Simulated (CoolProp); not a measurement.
n-hexane at several states: Z from the reference equation and from simpler models built on Tc = 507.8 K, pc = 3.044 MPa, ω = 0.300; each cubic takes its own stable root.

Values from CoolProp's reference Helmholtz-energy equation of state, Thol 2019.

```csv
T (K),p (MPa),phase,reference
260.7,0.601,liquid,0.03471
204.8,0.123,liquid,0.008461
517.8,0.574,gas,0.9357
218.2,1.47,liquid,0.09628
```

How far does each simpler model (van der Waals, Redlich-Kwong, Soave-Redlich-Kwong, Peng-Robinson) lie from the reference over these 4 states: mean and median of the absolute difference, and the worst?


- van der Waals: mean 53.3 %, median 70.3 %, worst +71.8 % at 204.8 K and 0.123 MPa
- Redlich-Kwong: mean 11.3 %, median 14.8 %, worst +15.3 % at 204.8 K and 0.123 MPa
- Soave-Redlich-Kwong: mean 9.5 %, median 12.2 %, worst +13.4 % at 204.8 K and 0.123 MPa
- Peng-Robinson: mean 0.8 %, median 0.7 %, worst +1.1 % at 204.8 K and 0.123 MPa
